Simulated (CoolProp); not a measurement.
Vapour-liquid equilibrium of R1234yf (1) + R227EA (2) at -53.05 °C; x and y are mole fractions of (1).

The numbers come from the multi-fluid Helmholtz-energy mixture model, Lemmon 2022 and Lemmon 2016; pair parameters Bell 2016 in CoolProp.

```
x     bubble pressure (bar)  y at the bubble point  dew pressure at overall composition x (bar)  liquid density (mol/L)
----  ---------------------  ---------------------  -------------------------------------------  ----------------------
0.05                 0.1588                  0.102                                       0.1541                   9.868
0.2                  0.1845                  0.346                                       0.1682                   10.11
0.35                    ___                  0.529                                          ___                   10.37
0.5                  0.2337                  0.673                                       0.2050                   10.64
0.65                 0.2580                  0.791                                       0.2295                   10.92
0.8                  0.2823                    ___                                          ___                   11.22
0.95                 0.3067                  0.975                                       0.2991                   11.53
```

### Question
What belongs in the gaps?

### Answer

- 0.35, bubble pressure (bar): 0.2094
- 0.35, dew pressure at overall composition x (bar): 0.1850
- 0.8, y at the bubble point: 0.890
- 0.8, dew pressure at overall composition x (bar): 0.2600

No azeotrope shows between x = 0.05 and 0.95.

Pair parameters are fitted to limited data, so mixtures are less certain than the pure fluids.
